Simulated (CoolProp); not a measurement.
R410A at 349.13 K and 7.17 MPa is throttled through a valve to 0.884 MPa with no heat exchange. Each further row changes one setting.

Model: reference Helmholtz-energy equation of state, Lemmon 2003, in CoolProp. It is a pseudo-pure fit of the blend.

```tsv
case	temperature change (K)	final phase	final density (kg/m³)
as stated	(withheld)	(withheld)	(withheld)
outlet pressure 0.265 MPa	(withheld)	(withheld)	(withheld)
outlet pressure 1.15 MPa	-64.0	two-phase, vapour fraction 0.558	(withheld)
```

Question: Complete the blanks.

Answer: 
- as stated, temperature change (K): -72.8
- as stated, final phase: two-phase, vapour fraction 0.591
- as stated, final density (kg/m³): 56.3
- outlet pressure 0.265 MPa, temperature change (K): -106.4
- outlet pressure 0.265 MPa, final phase: two-phase, vapour fraction 0.700
- outlet pressure 0.265 MPa, final density (kg/m³): 14.8
- outlet pressure 1.15 MPa, final density (kg/m³): 77.4
